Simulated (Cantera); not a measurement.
A perfectly stirred reactor is fed with H2 : O2 : N2 : NO = 1 : 0.714 : 2.69 : 0.0088 (molar parts), at 278 Torr; it is adiabatic with a 500 K inlet, and is followed from long to short residence time, starting on the burning branch (τ in s: 0.028, 0.012, 0.0054, 0.0024, 0.0011, 0.00047, 0.00021, 9.1e-05, 4e-05, 1.8e-05, 7.9e-06, 3.5e-06).

Detailed kinetics in Cantera: GRI-Mech 3.0 (53 species, 325 reactions). The mechanism lacks 2 NO + O2 → 2 NO2 and HONO, so NO2 and the effect of NO are under-described below about 1400 K.

x: mole fraction; the columns are a selection and need not sum to one.

```csv
τ (s),T (K),x H2,x O2,x NO,x NO2,x OH,x N2O,x O
0.028,2107,0.00415,0.0533,0.00244,5.82e-7,0.00924,1.45e-7,0.00207
0.012,2064,0.00652,0.0536,0.00234,4.01e-7,0.0111,1.21e-7,0.00331
0.0054,2002,0.00974,0.0543,0.00227,2.88e-7,0.0127,9.79e-8,0.00510
0.0024,1913,0.0138,0.0556,0.00223,2.21e-7,0.0138,8.01e-8,0.00754
0.0011,1803,0.0180,0.0576,0.00221,1.87e-7,0.0137,6.82e-8,0.0103
0.00047,1659,0.0225,0.0608,0.00218,1.69e-7,0.0124,5.95e-8,0.0131
0.00021,…,…,0.0654,0.00214,1.60e-7,…,…,…
9.1e-5,1331,0.0407,0.0753,0.00211,1.54e-7,0.00701,4.75e-8,0.0132
4.0e-5,500,0.227,0.162,0.00199,<1e-12,<1e-12,<1e-12,<1e-12
1.8e-5,500,0.227,0.162,0.00199,<1e-12,<1e-12,<1e-12,<1e-12
7.9e-6,500,0.227,0.162,0.00199,<1e-12,<1e-12,<1e-12,<1e-12
3.5e-6,500,0.227,0.162,0.00199,<1e-12,<1e-12,<1e-12,<1e-12
```

Task: Some entries are withheld; supply them.

Result: 
- 0.00021, T (K): 1507
- 0.00021, x H2: 0.0274
- 0.00021, x OH: 0.0100
- 0.00021, x N2O: 5.37e-8
- 0.00021, x O: 0.0146
